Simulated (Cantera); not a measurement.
An isothermal, constant-pressure homogeneous reactor starts with 85.5 % NH3, 14.5 % N2, at 1775 K and 1.01 bar.

Model: the gas-phase N/H chemistry of the illustrative SiF4/NH3 mechanism in the Surface Chemkin manual (1991), integrated in Cantera. Walls and surfaces, which speed up NH3 decomposition in real reactors, are not modelled.

x: mole fraction; the columns are a selection and need not sum to one.

```
t (s)        x NH3      x N2H2         x N         x H        x H2      x N2H4
--------  --------  ----------  ----------  ----------  ----------  ----------
3.00e-6      0.855    3.30e-11      <1e-12     4.72e-8     1.68e-6    3.17e-11
1.27e-5      0.855  (withheld)      <1e-12     4.73e-8  (withheld)    7.34e-10
5.38e-5      0.855     4.65e-8    2.26e-11     4.94e-8     3.14e-5     1.38e-8
0.000228     0.854     8.17e-7    3.22e-10     9.07e-8    0.000172     1.94e-7
0.000965     0.853     2.06e-6     1.56e-9     3.30e-7     0.00139     4.62e-7
0.00409      0.846     2.04e-6     5.72e-9     1.21e-6     0.00704     4.48e-7
0.0173       0.817     1.90e-6  (withheld)  (withheld)  (withheld)  (withheld)
0.0734       0.712     1.48e-6     4.59e-8     1.78e-5       0.115     3.09e-7
0.311        0.438     6.65e-7     6.19e-8     5.90e-5       0.337     1.53e-7
1.32         0.124     9.89e-8     5.22e-8    0.000143       0.591     2.33e-8
5.57        0.0170     3.65e-9     1.76e-8    0.000219       0.677    7.87e-10
23.6       0.00280    1.16e-10     3.56e-9    0.000238       0.689    2.42e-11
100       0.000592    5.39e-12    7.68e-10    0.000240       0.691    1.10e-12
```

Some entries are withheld; supply them.


- 1.27e-5, x N2H2: 1.63e-9
- 1.27e-5, x H2: 7.26e-6
- 0.0173, x N: 2.01e-8
- 0.0173, x H: 4.70e-6
- 0.0173, x H2: 0.0301
- 0.0173, x N2H4: 4.03e-7
